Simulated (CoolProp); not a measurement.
Vapour-liquid equilibrium of n-hexane (1) + n-decane (2) at 465.5 K; x and y are mole fractions of (1).

The numbers come from the multi-fluid Helmholtz-energy mixture model, Thol 2019 and Lemmon 2006; pair parameters Kunz 2012 in CoolProp.

| x | bubble pressure, mixture model (kPa) | bubble pressure, Raoult's law (kPa) | y, mixture model | y, Raoult's law |
|---|---|---|---|---|
| 0.05 | 209.8 | 229.6 | 0.265 | 0.348 |
| 0.2 | 376.3 | 445.7 | 0.626 | 0.717 |
| 0.35 | 559.0 | 661.7 | 0.777 | 0.845 |
| 0.5 | 759.3 | 877.7 | 0.861 | 0.910 |
| 0.65 | 978.9 | 1094 | 0.916 | 0.950 |
| 0.8 | 1221 | 1310 | 0.956 | 0.976 |
| 0.95 | 1495 | 1526 | 0.989 | 0.995 |

The largest gap from Raoult's law is -15.6 % in bubble pressure, at x = 0.2. No azeotrope shows between x = 0.05 and 0.95.

The pair parameters rest on a limited set of measurements; away from them the model extrapolates.
